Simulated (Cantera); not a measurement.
An isothermal, constant-pressure homogeneous reactor starts with 10.2 % H2, 13.2 % O2, 76.6 % N2, at 1025 K and 0.840 bar.

Model: the H2/O2 subset of GRI-Mech 3.0, which has no nitrogen chemistry, integrated in Cantera. The temperature is held fixed by assumption; the heat of reaction is taken as removed at once.

One state of this run: x H2 = 7.28e-11; x O2 = 0.0856; x HO2 = 6.96e-10; x O = 1.06e-10; x H2O2 = 1.10e-10; x H2O = 0.107. x: mole fraction; the columns are a selection and need not sum to one.

Problem. Which value of t (s) does it belong to?
A) 0.0379
B) 0.660
C) 0.00909
D) 47.9

Solution. D, 47.9
